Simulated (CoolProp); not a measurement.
Vapour-liquid equilibrium of benzene (1) + octamethylcyclotetrasiloxane (D4) (2) at 0.988 MPa; x and y are mole fractions of (1).

Values from CoolProp's multi-fluid Helmholtz-energy mixture model, Thol 2012 and Thol 2015; pair parameters Bell 2016.

| x | bubble temperature (°C) | y at the bubble point | dew temperature at overall composition x (°C) | liquid density (mol/L) |
|---|---|---|---|---|
| 0.05 | 287.3 | 0.092 | 290.0 | 1.923 |
| 0.2 | 266.6 | 0.388 | 280.1 | 2.414 |
| 0.35 | 244.4 | 0.637 | 269.5 | 3.004 |
| 0.5 | 224.2 | 0.800 | 257.4 | 3.728 |
| 0.65 | 207.3 | 0.898 | 243.0 | 4.667 |
| 0.8 | 193.0 | 0.958 | 224.2 | 5.975 |
| 0.95 | 181.1 | 0.993 | 195.2 | 7.950 |

No azeotrope shows between x = 0.05 and 0.95.

Pair parameters are fitted to limited data, so mixtures are less certain than the pure fluids.
